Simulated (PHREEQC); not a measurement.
A solution holds 0.06 mol/kgw Cu(NO3)2, 0.012 mol/kgw HNO3 and 3.8e-05 mol/kgw KCl, at 90 °C. Closed to the air; pH follows from the charge balance.

Model: ion-association model, phreeqc.dat, run in PHREEQC.

No solid was allowed to form.

### Question
What pH, specific conductance does the model give?

### Answer
pH 2.03; specific conductance 40600 µS/cm.

### Question
In which forms is Cl present?

### Answer
Cl- 61 %, CuCl+ 39 % of the Cl.

Complexes and solids missing from the database can't appear. Constants without temperature data keep their 25 °C values here.
